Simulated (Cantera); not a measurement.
An isothermal, constant-pressure homogeneous reactor starts with 16.7 % N2O, 0.0633 % H2, 83.3 % N2, at 1600 K and 63.0 Torr.

Computed with Cantera and GRI-Mech 3.0 (53 species, 325 reactions). GRI-Mech 3.0 was tuned for natural gas; its chemistry of N2O as a main component is partial and can be far from experiment. The temperature is held fixed by assumption; the heat of reaction is taken as removed at once.

Problem. Predict: x(N2O) at 40.0 s; x(H2) at 40.0 s; x(NO) at 40.0 s; x(OH) at 40.0 s; x(H2O) at 40.0 s; x(O2) at 40.0 s.

Solution. 
```json
{
 "x(N2O) at 40.0 s": "5.22e-7 (gas-phase equilibrium 2.37e-8)",
 "x(H2) at 40.0 s": "5.58e-8 (gas-phase equilibrium 4.80e-8)",
 "x(NO) at 40.0 s": "0.0392 (gas-phase equilibrium 0.00127)",
 "x(OH) at 40.0 s": "1.81e-5 (gas-phase equilibrium 1.94e-5)",
 "x(H2O) at 40.0 s": "0.000575 (gas-phase equilibrium 0.000575)",
 "x(O2) at 40.0 s": "0.0570 (gas-phase equilibrium 0.0760)"
}
```
